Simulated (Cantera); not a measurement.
An adiabatic, constant-pressure homogeneous reactor starts with CH₄ : O₂ : N₂ = 1 : 3.12 : 11.8 (molar parts), at 1425 K and 10.0 bar.

Cantera simulation using GRI-Mech 3.0 (53 species, 325 reactions); the numbers are that mechanism's predictions, not measurements.

Q: Predict: time of steepest temperature rise; temperature at 0.900 s; equilibrium temperature; x(O₂) at 0.900 s; x(H) at 0.900 s.

A: 
```
Item                                                                  Result
---------------------------------  -----------------------------------------
time of steepest temperature rise                                   0.327 ms
temperature at 0.900 s                                                2584 K
equilibrium temperature                                               2584 K
x(O₂) at 0.900 s                       0.0628 (gas-phase equilibrium 0.0628)
x(H) at 0.900 s                    0.000419 (gas-phase equilibrium 0.000419)
```
